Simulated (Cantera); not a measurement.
**Thermodynamics of aluminium nitride and oxide growth, feed Al(CH3)3 + N2O + H2**

Charge: 1 mol Al(CH3)3, 40 mol N2O, 670 mol H2, equilibrated at 0.000460 bar.

These are equilibrium values from Cantera (NASA tables, ideal gas, pure condensed phases), not measurements of a reactor. Candidate condensed phases: Al, AlN, Al2O3, C, C6H6, C7H8, C8H18, H2O; 148 gas species. The feed counts by its element totals alone. Equilibrium is a limit: real reactors are often held back by kinetics, nucleation or transport.

| T (°C) | log p H2 | log p H | log p N2 | log p H2O | log p CO | n Al2O3(s) |
|---|---|---|---|---|---|---|
| 352 | -3.39 | <-15 | -4.59 | -4.64 | -6.21 | 0.500 |
| 502 | -3.39 | -13.70 | -4.59 | -4.65 | -5.82 | 0.500 |
| 652 | -3.39 | -11.28 | -4.59 | -4.65 | -5.76 | 0.500 |
| 802 | -3.39 | -9.53 | -4.59 | -4.64 | -5.74 | 0.500 |
| 952 | -3.39 | -8.20 | -4.59 | -4.64 | -5.73 | 0.500 |
| 1102 | -3.39 | -7.16 | -4.59 | -4.64 | -5.73 | 0.500 |
| 1252 | -3.39 | -6.32 | -4.59 | -4.64 | -5.73 | 0.500 |
| 1402 | -3.39 | -5.63 | -4.59 | -4.64 | -5.72 | 0.500 |
| 1552 | -3.40 | -5.05 | -4.60 | -4.65 | -5.73 | 0.500 |
| 1702 | -3.42 | -4.57 | -4.60 | -4.66 | -5.73 | 0.495 |
log p: log10 of the partial pressure in bar; n: condensed amount in mol.

From 352 °C to 1702 °C the condensed part is Al2O3(s).
